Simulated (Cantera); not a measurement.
Charge: 1 mol SiH4, 100 mol N2, held at 1.20 mbar.

These are equilibrium values from Cantera (NASA tables, ideal gas, pure condensed phases), not measurements of a reactor. Candidate condensed phases: Si, Si3N4; 18 gas species. N2 is the only nitrogen source here; it is nearly inert below about 1500 K, so the nitride shown seldom forms there in practice. Rates play no part.

Which condensed phases are stable at each of these points (T (°C)): 552, 702, 852, 1002, 1152, 1302, 1452?


```tsv
T (°C)	condensed phases	Si condensed (%)
552	Si3N4(s)	100.0
702	Si3N4(s)	100.0
852	Si3N4(s)	100.0
1002	Si3N4(s)	100.0
1152	Si3N4(s)	100.0
1302	Si3N4(s)	99.8
1452	Si(l)	90.4
```

From 552 °C to 1302 °C the condensed part is Si3N4(s). At 1452 °C the condensed part is Si(l).
